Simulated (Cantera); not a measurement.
# Adiabatic ignition

An adiabatic, constant-volume homogeneous reactor starts with 3.77 % CH3OH, 11.3 % O2, 84.9 % N2, at 1725 K and 608 Torr.

Cantera simulation using GRI-Mech 3.0 (53 species, 325 reactions); the numbers are that mechanism's predictions, not measurements. GRI-Mech 3.0 was tuned for natural gas; its chemistry of methanol as a main component is partial and can be far from experiment.

```json
[
 {"t (s)": "2.00e-6", "T (K)": "1725", "P (bar)": "0.810", "x CH3OH": "0.0376", "x O2": "0.113", "x CH2O": "7.57e-5", "x HCO": "1.56e-8", "x CO": "1.02e-5", "x C2H2": "5.77e-10"},
 {"t (s)": "6.54e-6", "T (K)": "1725", "P (bar)": "0.810", "x CH3OH": "0.0372", "x O2": "0.113", "x CH2O": "0.000372", "x HCO": "1.17e-7", "x CO": "3.74e-5", "x C2H2": "2.12e-9"},
 {"t (s)": "2.14e-5", "T (K)": "1728", "P (bar)": "0.813", "x CH3OH": "0.0347", "x O2": "0.111", "x CH2O": "0.00251", "x HCO": "2.43e-6", "x CO": "0.000272", "x C2H2": "9.96e-9"},
 {"t (s)": "7.00e-5", "T (K)": "1901", "P (bar)": "0.924", "x CH3OH": "0.00679", "x O2": "0.0925", "x CH2O": "0.00916", "x HCO": "8.18e-5", "x CO": "0.0192", "x C2H2": "2.29e-7"},
 {"t (s)": "0.000229", "T (K)": "2258", "P (bar)": "1.10", "x CH3OH": "<1e-12", "x O2": "0.0557", "x CH2O": "1.20e-11", "x HCO": "6.64e-9", "x CO": "0.0102", "x C2H2": "<1e-12"},
 {"t (s)": "0.000749", "T (K)": "2433", "P (bar)": "1.17", "x CH3OH": "<1e-12", "x O2": "0.0548", "x CH2O": "3.30e-12", "x HCO": "7.89e-10", "x CO": "0.00484", "x C2H2": "<1e-12"},
 {"t (s)": "0.00245", "T (K)": "2456", "P (bar)": "1.18", "x CH3OH": "<1e-12", "x O2": "0.0542", "x CH2O": "2.36e-12", "x HCO": "4.75e-10", "x CO": "0.00382", "x C2H2": "<1e-12"},
 {"t (s)": "0.00801", "T (K)": "2451", "P (bar)": "1.18", "x CH3OH": "<1e-12", "x O2": "0.0530", "x CH2O": "2.30e-12", "x HCO": "4.57e-10", "x CO": "0.00377", "x C2H2": "<1e-12"},
 {"t (s)": "0.0262", "T (K)": "2442", "P (bar)": "1.18", "x CH3OH": "<1e-12", "x O2": "0.0510", "x CH2O": "2.18e-12", "x HCO": "4.28e-10", "x CO": "0.00367", "x C2H2": "<1e-12"},
 {"t (s)": "0.0857", "T (K)": "2438", "P (bar)": "1.17", "x CH3OH": "<1e-12", "x O2": "0.0500", "x CH2O": "2.13e-12", "x HCO": "4.15e-10", "x CO": "0.00363", "x C2H2": "<1e-12"},
 {"t (s)": "0.280", "T (K)": "2438", "P (bar)": "1.17", "x CH3OH": "<1e-12", "x O2": "0.0499", "x CH2O": "2.13e-12", "x HCO": "4.14e-10", "x CO": "0.00363", "x C2H2": "<1e-12"},
 {"t (s)": "0.917", "T (K)": "2438", "P (bar)": "1.17", "x CH3OH": "<1e-12", "x O2": "0.0499", "x CH2O": "2.13e-12", "x HCO": "4.14e-10", "x CO": "0.00363", "x C2H2": "<1e-12"},
 {"t (s)": "3.00", "T (K)": "2438", "P (bar)": "1.17", "x CH3OH": "<1e-12", "x O2": "0.0499", "x CH2O": "2.13e-12", "x HCO": "4.14e-10", "x CO": "0.00363", "x C2H2": "<1e-12"}
]
```
x: mole fraction; the columns are a selection and need not sum to one.

The time of steepest temperature rise comes out as 78.2 µs. The temperature at 3.00 s comes out as 2438 K and the equilibrium temperature comes out as 2438 K. The x(CH3OH) at 3.00 s is <1e-12 (gas-phase equilibrium <1e-12). The x(O2) at 3.00 s comes out as 0.0499 (gas-phase equilibrium 0.0499) and the x(CH2O) at 3.00 s is 2.13e-12 (gas-phase equilibrium 2.13e-12).
